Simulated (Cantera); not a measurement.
An adiabatic, constant-volume homogeneous reactor starts with CH4 : C2H6 : O2 : N2 : CO2 = 1 : 0.03 : 4.13 : 15.5 : 1.8 (molar parts), at 1675 K and 101000 Pa. Integrator tolerance rtol = 1e-08.

Computed with Cantera and GRI-Mech 3.0 (53 species, 325 reactions).

What does this change do: initial temperature 1675 to 1000 K?


```tsv
quantity	before	after
time of steepest temperature rise	0.116 ms	not reached
temperature at 0.200 s	2556 K	1003 K
equilibrium temperature	2556 K	2163 K
x(CH4) at 0.200 s	<1e-12 (gas-phase equilibrium <1e-12)	0.0442 (gas-phase equilibrium <1e-12)
x(C2H6) at 0.200 s	<1e-12 (gas-phase equilibrium <1e-12)	0.00131 (gas-phase equilibrium <1e-12)
x(O2) at 0.200 s	0.0850 (gas-phase equilibrium 0.0850)	0.184 (gas-phase equilibrium 0.0863)
x(HCN) at 0.200 s	3.65e-11 (gas-phase equilibrium 3.65e-11)	<1e-12 (gas-phase equilibrium <1e-12)
x(NO) at 0.200 s	0.0149 (gas-phase equilibrium 0.0149)	<1e-12 (gas-phase equilibrium 0.00696)
```

What does this change do: pressure from 101000 Pa to 1000000 Pa?


```
quantity                                                              before                                      after
---------------------------------  -----------------------------------------  -----------------------------------------
time of steepest temperature rise                                   0.116 ms                                    23.2 µs
temperature at 0.200 s                                                2556 K                                     2652 K
equilibrium temperature                                               2556 K                                     2652 K
x(CH4) at 0.200 s                      <1e-12 (gas-phase equilibrium <1e-12)      <1e-12 (gas-phase equilibrium <1e-12)
x(C2H6) at 0.200 s                     <1e-12 (gas-phase equilibrium <1e-12)      <1e-12 (gas-phase equilibrium <1e-12)
x(O2) at 0.200 s                       0.0850 (gas-phase equilibrium 0.0850)      0.0822 (gas-phase equilibrium 0.0822)
x(HCN) at 0.200 s                  3.65e-11 (gas-phase equilibrium 3.65e-11)  6.97e-11 (gas-phase equilibrium 6.97e-11)
x(NO) at 0.200 s                       0.0149 (gas-phase equilibrium 0.0149)      0.0172 (gas-phase equilibrium 0.0172)
```
